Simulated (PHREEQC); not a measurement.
Make-up at 20 °C: 3.5 mol HCl, 0.49 mol BaCl2 and 5.7e-05 mol H4SiO4 per kg of water. Closed to the air; pH follows from the charge balance.

Model: Pitzer model, pitzer.dat, run in PHREEQC.

```
quantity              before  after
--------------------  ------  -----
pH                     -1.24  -0.51
SI of SiO2(a) (SiO2)   -1.35  -1.76
```

Q: Which change was made?
A) BaCl2 from 0.49 to 0.98 mol/kgw
B) diluted 2-fold with water
C) diluted 10-fold with water
D) H4SiO4 from 5.7e-05 to 5.13e-05 mol/kgw
E) HCl replaced by LiCl at the same molality

A: B, diluted 2-fold with water

Precipitation was switched off in this run. In brines, pH and single-ion activities rest on the MacInnes convention.
